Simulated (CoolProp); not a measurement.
Vapour-liquid equilibrium of R142b (1) + R113 (2) at 316.3 K; x and y are mole fractions of (1).

Values from CoolProp's multi-fluid Helmholtz-energy mixture model, Lemmon 2006 and Marx 1992; pair parameters Bell 2016.

Task: Give the bubble pressure and the first vapour's composition at x = 0.05, 0.15, 0.85. Is there an azeotrope?

Result: x = 0.05: 117.6 kPa, y = 0.285; x = 0.15: 175.0 kPa, y = 0.557; x = 0.85: 499.5 kPa, y = 0.960. No azeotrope shows between x = 0.05 and 0.95.

Pair parameters are fitted to limited data, so mixtures are less certain than the pure fluids.
